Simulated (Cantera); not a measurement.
Feed: 1 mol c-C4F8, 1.1 mol CH4, 0.35 mol H2, at 13.3 mbar.

Method: chemical equilibrium by Gibbs-energy minimisation in Cantera with the NASA 1993 tables (ideal gas, pure condensed phases). Candidate condensed phases: C, C6H6, C7H8, C8H18; 95 gas species. The feed counts by its element totals alone. Gases not in the tables: C2F6 and larger saturated fluorocarbons. The numbers say what is thermodynamically allowed, not how fast it happens. All values below are at 2173 K.

Base state: HF 0.797, CF2 0.0832, F 0.0632, CF4 0.0536, CF3 0.00279, CF 0.000642, H 1.73e-5 (mole fractions); condensed: C(graphite).

Q: What changes in the equilibrium state with this change: pressure from 13.3 mbar to 50.0 mbar?

A: 
| species | before | after |
|---|---|---|
| HF | 0.797 | 0.834 |
| CF4 | 0.0536 | 0.0831 |
| CF2 | 0.0832 | 0.0535 |
| F | 0.0632 | 0.0262 |
| CF | 0.000642 | 0.000266 |
| H | 1.73e-5 | 1.16e-5 |
| CF3 | 0.00279 | 0.00278 |
| C(graphite), mol | 4.20 | 4.25 |
